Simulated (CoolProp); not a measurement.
Vapour-liquid equilibrium of carbon dioxide (1) + propane (2) at 0.668 MPa; x and y are mole fractions of (1).

Values from CoolProp's multi-fluid Helmholtz-energy mixture model, Span 1996 and Lemmon 2009; pair parameters Kunz 2012.

```
x     bubble temperature, mixture model (K)  bubble temperature, Raoult's law (K)  y, mixture model  y, Raoult's law
----  -------------------------------------  ------------------------------------  ----------------  ---------------
0.05                                  270.9                                 275.4             0.336            0.277
0.15                                  250.6                                 262.1             0.682            0.576
0.25                                  239.0                                 252.8             0.813            0.729
0.35                                  232.6                                 245.9             0.868            0.819
0.45                                  229.1                                 240.4                 ?            0.876
0.55                                      ?                                 236.0             0.909            0.916
0.65                                  226.1                                 232.2             0.919            0.944
0.75                                  225.2                                 229.0                 ?            0.965
0.85                                  224.2                                 226.2             0.944            0.982
0.95                                  223.2                                 223.8             0.974            0.995
```

### Question
Some entries are withheld; supply them.

### Answer

- 0.45, y, mixture model: 0.894
- 0.55, bubble temperature, mixture model (K): 227.3
- 0.75, y, mixture model: 0.929

The largest gap from Raoult's law is -13.8 K in bubble temperature, at x = 0.25. No azeotrope shows between x = 0.05 and 0.95.

The pair parameters rest on a limited set of measurements; away from them the model extrapolates. With so large a gap from Raoult's law the liquid may split in two, which this calculation doesn't test in full.
